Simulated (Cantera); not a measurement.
An adiabatic, constant-pressure homogeneous reactor starts with CH3OH : O2 : N2 = 1 : 3.06 : 11.5 (molar parts), at 1750 K and 10.0 bar. Integrator tolerance rtol = 1e-08.

Computed with Cantera and GRI-Mech 3.0 (53 species, 325 reactions). GRI-Mech 3.0 was tuned for natural gas; its chemistry of methanol as a main component is partial and can be far from experiment.

Problem. What does this change do: initial temperature 1750 to 1425 K?

Solution. 
```json
[
 {"quantity": "time of steepest temperature rise", "before": "6.15 µs", "after": "84.8 µs"},
 {"quantity": "temperature at 4.00 s", "before": "2652 K", "after": "2422 K"},
 {"quantity": "equilibrium temperature", "before": "2652 K", "after": "2422 K"},
 {"quantity": "x(CH3OH) at 4.00 s", "before": "<1e-12 (gas-phase equilibrium <1e-12)", "after": "<1e-12 (gas-phase equilibrium <1e-12)"},
 {"quantity": "x(O2) at 4.00 s", "before": "0.0865 (gas-phase equilibrium 0.0865)", "after": "0.0898 (gas-phase equilibrium 0.0898)"},
 {"quantity": "x(C2H) at 4.00 s", "before": "<1e-12 (gas-phase equilibrium <1e-12)", "after": "<1e-12 (gas-phase equilibrium <1e-12)"},
 {"quantity": "x(OH) at 4.00 s", "before": "0.0110 (gas-phase equilibrium 0.0110)", "after": "0.00563 (gas-phase equilibrium 0.00563)"},
 {"quantity": "x(CH2CO) at 4.00 s", "before": "<1e-12 (gas-phase equilibrium <1e-12)", "after": "<1e-12 (gas-phase equilibrium <1e-12)"},
 {"quantity": "x(CH4) at 4.00 s", "before": "<1e-12 (gas-phase equilibrium <1e-12)", "after": "<1e-12 (gas-phase equilibrium <1e-12)"},
 {"quantity": "x(O) at 4.00 s", "before": "0.00275 (gas-phase equilibrium 0.00275)", "after": "0.000927 (gas-phase equilibrium 0.000927)"}
]
```
